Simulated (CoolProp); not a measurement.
Aqueous ethylene glycol as a coolant, 32 % by mass, freezing at -16.2 °C, 1 atm.

The numbers come from the Melinder's fits for secondary coolants in CoolProp.

| T (°C) | Prandtl number | cp (kJ/(kg K)) | conductivity (W/(m K)) | density (kg/m³) |
|---|---|---|---|---|
| -9.4 | 56.4 | 3.583 | 0.430 | 1051 |
| -5.7 | 47.8 | [?] | 0.433 | 1050 |
| -2 | 40.8 | 3.608 | 0.437 | 1049 |
| 1.7 | 35.1 | 3.620 | 0.440 | 1048 |
| 5.4 | 30.4 | 3.632 | 0.443 | 1046 |
| 9.1 | 26.5 | 3.645 | 0.447 | 1045 |
| 12.8 | 23.3 | 3.657 | 0.450 | 1044 |
| 16.5 | 20.6 | 3.669 | 0.454 | 1042 |
| 20.2 | 18.3 | 3.680 | 0.457 | 1041 |
| 23.9 | 16.3 | 3.692 | 0.460 | [?] |
| 27.6 | 14.7 | 3.703 | 0.463 | 1037 |
| 31.3 | 13.3 | 3.715 | 0.467 | 1036 |
| 35.1 | 12.0 | 3.726 | 0.470 | [?] |
| 38.8 | 10.9 | 3.737 | 0.473 | 1032 |

Task: Fill in the missing entries.

Result: 
- -5.7, cp (kJ/(kg K)): 3.595
- 23.9, density (kg/m³): 1039
- 35.1, density (kg/m³): 1034
